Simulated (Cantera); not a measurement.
An adiabatic, constant-pressure homogeneous reactor starts with CH4 : O2 : N2 = 1 : 1.82 : 6.84 (molar parts), at 1425 K and 1800000 Pa. Integrator tolerance rtol = 1e-08.

Computed with Cantera and GRI-Mech 3.0 (53 species, 325 reactions). The pressure lies above the range GRI-Mech 3.0 was tuned for (to about 10 atm).

**Question.** What does this change do: 0.069 parts C2H6 added?

**Answer.** 
```
quantity                                                            before                                      after
---------------------------------  ---------------------------------------  -----------------------------------------
time of steepest temperature rise                                 0.234 ms                                    95.9 µs
temperature at 3.00 s                                               2912 K                                     2903 K
equilibrium temperature                                             2912 K                                     2903 K
x(CH4) at 3.00 s                     <1e-12 (gas-phase equilibrium <1e-12)  2.46e-12 (gas-phase equilibrium 2.89e-12)
x(O2) at 3.00 s                    0.00593 (gas-phase equilibrium 0.00593)    0.00191 (gas-phase equilibrium 0.00191)
x(HCO) at 3.00 s                   2.40e-7 (gas-phase equilibrium 2.40e-7)    4.52e-7 (gas-phase equilibrium 4.52e-7)
x(NO) at 3.00 s                    0.00669 (gas-phase equilibrium 0.00669)    0.00371 (gas-phase equilibrium 0.00371)
x(C2H4) at 3.00 s                    <1e-12 (gas-phase equilibrium <1e-12)      <1e-12 (gas-phase equilibrium <1e-12)
x(H2) at 3.00 s                      0.0177 (gas-phase equilibrium 0.0177)      0.0307 (gas-phase equilibrium 0.0307)
```

**Question.** What does this change do: 0.03 parts C2H6 added?

**Answer.** 
| quantity | before | after |
|---|---|---|
| time of steepest temperature rise | 0.234 ms | 0.148 ms |
| temperature at 3.00 s | 2912 K | 2913 K |
| equilibrium temperature | 2912 K | 2913 K |
| x(CH4) at 3.00 s | <1e-12 (gas-phase equilibrium <1e-12) | <1e-12 (gas-phase equilibrium <1e-12) |
| x(O2) at 3.00 s | 0.00593 (gas-phase equilibrium 0.00593) | 0.00371 (gas-phase equilibrium 0.00371) |
| x(HCO) at 3.00 s | 2.40e-7 (gas-phase equilibrium 2.40e-7) | 3.27e-7 (gas-phase equilibrium 3.27e-7) |
| x(NO) at 3.00 s | 0.00669 (gas-phase equilibrium 0.00669) | 0.00528 (gas-phase equilibrium 0.00528) |
| x(C2H4) at 3.00 s | <1e-12 (gas-phase equilibrium <1e-12) | <1e-12 (gas-phase equilibrium <1e-12) |
| x(H2) at 3.00 s | 0.0177 (gas-phase equilibrium 0.0177) | 0.0227 (gas-phase equilibrium 0.0227) |
